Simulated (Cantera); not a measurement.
Feed: 1 mol MgO, 4.4 mol H2S, 1.2 mol O2, equilibrated at 101000 Pa.

Equilibrium computed with Cantera from the NASA thermochemical tables; the gas is ideal and each condensed phase is pure. Candidate condensed phases: H2O, H2SO4, Mg, MgO, Mg(OH)2, MgS, MgSO4, S; 26 gas species. Equilibrium is a limit: real reactors are often held back by kinetics, nucleation or transport.

At 1673 K, list the 6 most abundant gas species with their mole fractions, and the condensed phases.

H2O 0.361, S2 0.263, H2 0.187, H2S 0.165, SO2 0.0130, SH 0.00664. Condensed: MgO(s).
